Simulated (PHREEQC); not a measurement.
0.013 g of hydrous ferric oxide (600 m²/g; 0.2 weak and 0.005 strong sites per Fe, Dzombak-Morel constants, diffuse double layer) in 1 kg of water with 0.05 mol/kgw of an inert sodium salt, at 25 °C; the pH is set by adding NaOH or the inert anion's acid. Oxygen alone is held at its pressure in air (log pO2 = -0.68). CO2 from the air is kept out. Nothing may precipitate in this run.

All values are PHREEQC results (ion-association model, wateq4f.dat), not measurements.

```
pH     surface charge σ (C/m²)  surface potential ψ (mV)
-----  -----------------------  ------------------------
3                        0.357                       169
3.67                     0.323                       165
4.33                (withheld)                       153
5                        0.181                       135
5.67                     0.115                       112
6.33                     0.067                        86
7                        0.034                        56
7.67                     0.012                (withheld)
8.33                    -0.006                       -11
9                       -0.026                       -45
9.67                    -0.055                       -76
10.33               (withheld)                      -104
11                      -0.158                      -128
```

What belongs in the gaps?


- 4.33, surface charge σ (C/m²): 0.258
- 7.67, surface potential ψ (mV): 22
- 10.33, surface charge σ (C/m²): -0.097

Species that the database lacks are ignored. The oxide is taken as insoluble; below pH 4 it would dissolve.
